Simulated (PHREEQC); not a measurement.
Make-up at 25 °C: 0.0065 mol Al(NO3)3 and 0.061 mol MnCl2 per kg of water. Closed to the air; pH follows from the charge balance.

Model: ion-association model, wateq4f.dat, run in PHREEQC.

No solid was allowed to form.

Problem. Estimate the pH, ionic strength.

Solution. pH 3.83; ionic strength 0.206 mol/kgw.

Problem. In which forms is Al present?

Solution. Al+3 97 %, AlOH+2 2.7 % of the Al.

Examples of supersaturated solids here: Gibbsite (slow to form). Others may be too. Species that the database lacks are ignored.
